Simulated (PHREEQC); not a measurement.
0.081 g of hydrous ferric oxide (600 m²/g; 0.2 weak and 0.005 strong sites per Fe, Dzombak-Morel constants, diffuse double layer) in 1 kg of water with 0.001 mol/kgw of an inert sodium salt and 3.5e-06 mol/kgw Na2HAsO4 and 9.5e-05 mol/kgw NaH2PO4, at 25 °C; the pH is set by adding NaOH or the inert anion's acid. Oxygen is held at 0.21 atm. CO2 from the air is kept out. No solid was allowed to form.

Base run: PHREEQC, ion-association model, wateq4f.dat. Each further column changes one thing. The table gives P sorbed (%).

```
pH      base  no electrostatic term (-no_edl)  background salt from 0.001 to 0.0001 mol/kgw  oxide from 0.081 to 0.41 g/kgw
-----  -----  -------------------------------  --------------------------------------------  ------------------------------
3      100.0                             72.0                                         100.0                           100.0
3.67    99.9                             74.0                                         100.0                           100.0
4.33    99.8                             74.7                                          99.9                           100.0
5       99.4                             76.1                                          99.5                           100.0
5.67    97.9                             80.6                                          98.0                           100.0
6.33    93.7                             88.4                                          93.8                           100.0
7       84.6                             93.9                                          84.8                           100.0
7.67    67.3                             95.0                                          67.6                            99.6
8.33    41.1                             93.9                                          41.5                            94.6
9       15.4                             89.9                                          15.5                            59.3
9.67     2.5                             76.7                                           2.5                            12.8
10.33    0.2                             49.7                                           0.2                             1.1
11       0.0                             19.5                                           0.0                             0.1
```

H3PO4, which wateq4f.dat lacks, is added to it with the constant of phreeqc.dat. The oxide is taken as insoluble; below pH 4 it would dissolve.
